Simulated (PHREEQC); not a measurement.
Dissolve 1.2 mol LiBr and 0.054 mol CaCl2 per kg of water at 25 °C. It is in equilibrium with CO2 at log p = -3.4 (atm). Otherwise closed; pH follows from the charge balance.

Computed with PHREEQC (Pitzer model, pitzer.dat).

```json
[
 {"quantity": "pH", "before": "5.33", "after": "5.60"},
 {"quantity": "HCO3- (mol/kgw)", "before": "3.52e-6", "after": "2.79e-6"},
 {"quantity": "CO3-2 (mol/kgw)", "before": "8.91e-10", "after": "7.67e-11"}
]
```

Problem. Name the change that produced these shifts.
A. diluted 100-fold with water
B. diluted 10-fold with water
C. LiBr from 1.2 to 0.6 mol/kgw
D. LiBr from 1.2 to 2.4 mol/kgw
E. CaCl2 left out

Solution. A, diluted 100-fold with water

No solid was allowed to form. In brines, pH and single-ion activities rest on the MacInnes convention.
